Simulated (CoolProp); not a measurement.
Vapour pressure (kPa) of R124: the reference equation beside estimates from Tc = 122.3 °C, pc = 3624 kPa, ω = 0.288.

The numbers come from the reference Helmholtz-energy equation of state, de Vries 1995 in CoolProp.

```csv
T (°C),reference,Lee-Kesler,van der Waals,Redlich-Kwong,Soave-Redlich-Kwong,Peng-Robinson
-44.05,21.06,20.62,256.5,50.90,20.88,21.57
-37.45,30.33,29.80,303.1,69.24,30.09,30.86
-30.75,42.89,42.28,356.0,92.64,42.58,43.39
-24.15,59.04,58.40,413.8,121.1,58.66,59.45
-17.45,80.05,79.43,478.7,156.3,79.63,80.32
-10.75,106.6,106.1,550.1,198.5,106.2,106.6
-4.15,139.0,138.7,627.0,247.8,138.7,138.8
2.55,179.3,179.3,711.9,306.4,179.1,178.7
9.15,227.3,227.6,802.7,373.4,227.4,226.3
15.85,285.5,286.3,902.1,451.4,286.2,284.0
22.45,353.4,354.7,1008,539.0,354.8,351.5
```

Absolute difference from the reference over all 11 rows, mean and median: Lee-Kesler 0.8 and 0.5 %, van der Waals 505.9 and 416.0 %, Redlich-Kwong 90.6 and 86.2 %, Soave-Redlich-Kwong 0.4 and 0.4 %, Peng-Robinson 0.8 and 0.5 %.
